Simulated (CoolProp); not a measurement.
Vapour-liquid equilibrium of n-octane (1) + m-xylene (2) at 0.171 MPa; x and y are mole fractions of (1).

Values from CoolProp's multi-fluid Helmholtz-energy mixture model, Beckmüller 2019 and Zhou 2012; pair parameters Bell 2016.

Question: Give the bubble temperature and the first vapour's composition at x = 0.2, 0.35, 0.65. Is there an azeotrope?

Answer: x = 0.2: 429.0 K, y = 0.264; x = 0.35: 426.5 K, y = 0.431; x = 0.65: 422.5 K, y = 0.714. No azeotrope shows between x = 0.05 and 0.95.

Pair parameters are fitted to limited data, so mixtures are less certain than the pure fluids.
